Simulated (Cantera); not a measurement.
Charge: 1 mol CH2F2, 0.2 mol CH4, held at 1977 °C and 0.133 bar.

Equilibrium computed with Cantera from the NASA thermochemical tables; the gas is ideal and each condensed phase is pure. Equilibrium is a limit: real reactors are often held back by kinetics, nucleation or transport.

```csv
species,before,after
HF,0.830,0.961
H2,0.161,0.0346
H,0.00817,0.00378
C2H2 (acetylene),0.000540,0.000116
F,4.26e-5,0.000107
"C(graphite), mol",1.20,1.04
```
Gas species are given as mole fractions.

Question: What was changed between the two runs?
(A) temperature from 1977 °C to 1077 °C
(B) CH2F2 replaced by C2F6
(C) CH4 from 0.2 to 0.57 mol
(D) CH4 from 0.2 to 0.038 mol

Answer: D, CH4 from 0.2 to 0.038 mol
